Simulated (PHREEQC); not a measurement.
A solution holds 0.0058 mol MnSO4, 0.00076 mol ZnCl2 and 0.00024 mol NaCl per kg of water, at 35 °C. Closed to the air; pH follows from the charge balance.

All values are PHREEQC results (ion-association model, phreeqc.dat), not measurements.

Precipitation was switched off in this run.

Task: What pH, specific conductance, ionic strength does the model give?

Result: pH 6.07; specific conductance 1380 µS/cm; ionic strength 0.0194 mol/kgw.

Task: In which forms is Mn present?

Result: Mn+2 76 %, MnSO4 24 % of the Mn.
